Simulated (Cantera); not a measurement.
A closed system holds: 1 mol Si, 1.4 mol H2O, 160 mol N2, 0.019 mol CO2, equilibrated at 1150 °C.

These are equilibrium values from Cantera (NASA tables, ideal gas, pure condensed phases), not measurements of a reactor. Candidate condensed phases: C, C6H6, C7H8, C8H18, H2O, Si, SiC, SiO2, Si2N2O, Si3N4; 151 gas species. N2 is the only nitrogen source here; it is nearly inert below about 1500 K, so the nitride shown seldom forms there in practice. Mutual solubility and eutectic melting of coexisting phases are not modelled. The tables hold silica as quartz up to 1696 K and as liquid above; real silica turns to tridymite and cristobalite and melts near 1996 K. Rates play no part.

### Question
Which condensed phases are stable at each of these points (P (Pa)): 0.100, 1.50, 22, 320, 4600, 68000, 1000000?

### Answer
| P (Pa) | condensed phases | Si condensed (%) |
|---|---|---|
| 0.100 | SiO2(β-quartz) | 36.4 |
| 1.50 | SiO2(β-quartz) | 41.5 |
| 22 | SiO2(β-quartz) | 41.9 |
| 320 | SiO2(β-quartz) + Si2N2O(s) | 91.4 |
| 4600 | SiO2(β-quartz) + Si2N2O(s) | 99.8 |
| 68000 | SiO2(β-quartz) + Si2N2O(s) | 100.0 |
| 1000000 | SiO2(β-quartz) + Si2N2O(s) | 100.0 |

From 1.00e-6 bar to 0.000220 bar the condensed part is SiO2(β-quartz). From 0.00320 bar to 10.0 bar the condensed part is SiO2(β-quartz) + Si2N2O(s).
